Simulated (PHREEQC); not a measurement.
Solution A (0.001 mol/kgw Ba(OH)2 and 0.00066 mol/kgw LiCl) is mixed with solution B (0.0077 mol Cu(BF4)2 and 0.002 mol HCl per kg of water) at 20 °C; shares are by mass of water, 1 kg in all. Oxygen is held at 0.21 atm. CO2 from the air is kept out. Solids allowed: BaF2, Cu(OH)2, Atacamite, CuF2:2H2O. Others were left out.

Model: ion-association model, wateq4f.dat, run in PHREEQC.

Q: Predict pH at share of solution B = 0.6, 0.65, 0.95.

A: 
```
share of solution B    pH
-------------------  ----
0.6                  2.87
0.65                 2.84
0.95                 2.67
```

Species that the database lacks are ignored. Real BF4- forms and hydrolyses slowly; the run takes it at equilibrium.
